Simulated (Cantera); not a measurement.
An isothermal, constant-pressure homogeneous reactor starts with 12.8 % NO, 87.2 % N2, at 1850 K and 1200 Pa.

Cantera simulation using GRI-Mech 3.0 (53 species, 325 reactions); the numbers are that mechanism's predictions, not measurements. Radical loss at walls, strong at low pressure, is not modelled.

x: mole fraction; the columns are a selection and need not sum to one.

```
t (s)       x NO       x O     x NO2     x N2O   x N2      x O2
--------  ------  --------  --------  --------  -----  --------
2.00e-6    0.128  1.41e-10    <1e-12  1.41e-10  0.872    <1e-12
1.81e-5    0.128   1.28e-9    <1e-12   1.28e-9  0.872    <1e-12
0.000164   0.128       ___  1.97e-12       ___  0.872  1.03e-12
0.00148    0.128   1.05e-7  1.56e-10   1.04e-7  0.872  8.34e-11
0.0134     0.128   9.98e-7   1.08e-8   8.86e-7  0.872   7.04e-9
0.121      0.128       ___       ___       ___  0.872       ___
1.10       0.128   8.09e-5   2.14e-6   6.46e-6  0.872   8.92e-5
9.94       0.125  0.000115   3.25e-6   5.96e-6  0.873   0.00160
90.0      0.0902  0.000259   6.61e-6   2.76e-6  0.891    0.0189
```

**Question.** Fill in the missing entries.

**Answer.** 
- 0.000164, x O: 1.16e-8
- 0.000164, x N2O: 1.16e-8
- 0.121, x O: 1.17e-5
- 0.121, x NO2: 3.59e-7
- 0.121, x N2O: 4.91e-6
- 0.121, x O2: 7.63e-7
